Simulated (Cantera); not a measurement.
A perfectly stirred reactor is fed with 17.4 % H2, 82.6 % O2, equivalence ratio 0.10, at 0.0267 bar; it is held at 1450 K, and followed from long to short residence time.

Model: the H2/O2 subset of GRI-Mech 3.0, which has no nitrogen chemistry, integrated in Cantera. Radical loss at walls, strong at low pressure, is not modelled. The temperature is held fixed by assumption; the heat of reaction is taken as removed at once.

x: mole fraction; the columns are a selection and need not sum to one.

| τ (s) | x H2 | x O2 | x H | x OH | x H2O2 | x HO2 |
|---|---|---|---|---|---|---|
| 0.99 | 0.000323 | 0.806 | 0.000214 | 0.00353 | 9.66e-8 | 2.40e-6 |
| 0.35 | 0.000633 | 0.803 | 0.000603 | 0.00497 | 1.35e-7 | 3.77e-6 |
| 0.13 | 0.00119 | 0.798 | 0.00158 | 0.00682 | 1.80e-7 | 5.38e-6 |
| 0.045 | 0.00225 | 0.788 | 0.00426 | 0.00939 | 2.34e-7 | 7.15e-6 |
| 0.016 | 0.00397 | 0.772 | 0.0102 | 0.0123 | 2.81e-7 | 8.48e-6 |
| 0.0057 | 0.00634 | 0.750 | 0.0205 | 0.0152 | 3.09e-7 | 9.09e-6 |
| 0.0020 | … | 0.730 | … | … | 3.20e-7 | 9.11e-6 |
| 0.00073 | … | 0.722 | … | … | 3.34e-7 | 8.96e-6 |

**Question.** What belongs in the gaps?

**Answer.** 
- 0.0020, x H2: 0.00926
- 0.0020, x H: 0.0322
- 0.0020, x OH: 0.0174
- 0.00073, x H2: 0.0136
- 0.00073, x H: 0.0399
- 0.00073, x OH: 0.0191
